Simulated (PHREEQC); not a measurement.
# Buffer: speciation

Solution (70 °C): 0.0012 mol KHCO3, 0.00047 mol KOH and 0.0506 mol NaCl per kg of water. Closed to the air; pH follows from the charge balance.

All values are PHREEQC results (ion-association model, phreeqc.dat), not measurements.

No solid was allowed to form.

Question: Estimate the pH, density, specific conductance.

Answer: pH 8.85; density 0.980 g/cm³; specific conductance 12400 µS/cm.

Question: In which forms is C present?

Answer: HCO3- 71 %, NaCO3- 21 %, CO3-2 6.9 %, NaHCO3 1.0 % of the C.

Away from 25 °C the constants follow the database's enthalpies or fits; those with neither stay at their 25 °C values.
